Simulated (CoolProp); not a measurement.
Vapour-liquid equilibrium of propane (1) + n-butane (2) at 303.2 K; x and y are mole fractions of (1).

Model: multi-fluid Helmholtz-energy mixture model, Lemmon 2009 and Bücker 2006; pair parameters Kunz 2012, in CoolProp.

Task: Give the bubble pressure and the first vapour's composition at x = 0.425, 0.725, 0.95. Is there an azeotrope?

Result: x = 0.425: 0.5989 MPa, y = 0.698; x = 0.725: 0.8405 MPa, y = 0.888; x = 0.95: 1.035 MPa, y = 0.982. No azeotrope shows between x = 0.05 and 0.95.

Pair parameters are fitted to limited data, so mixtures are less certain than the pure fluids.
